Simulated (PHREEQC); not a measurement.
Solution (25 °C): 4.7 mmol/kgw HCl, 1.3 mmol/kgw FeSO4 and 44 mmol/kgw MnSO4. Closed to the air; pH follows from the charge balance.

All values are PHREEQC results (ion-association model, wateq4f.dat), not measurements.

Each row changes one thing in this solution. Precipitation was switched off in this run.

```
case                                                pH  ionic strength (mol/kgw)  MnCl2 (mol/kgw)  MnCl3- (mol/kgw)  SI of Pyrochroite (Mn(OH)2)
------------------------------------------------  ----  ------------------------  ---------------  ----------------  ---------------------------
as made                                           2.71                     0.112          2.11e-7          2.62e-10                       -11.77
FeSO4 replaced by Al2(SO4)3 at the same molality  2.71                     0.113          2.10e-7          2.61e-10                       -11.77
HCl from 0.0047 to 0.00517 mol/kgw                2.66                     0.112          2.56e-7          3.49e-10                       -11.85
0.0011 mol/kgw CO2 added                          2.71                     0.112          2.11e-7          2.62e-10                       -11.77
```

Species that the database lacks are ignored.
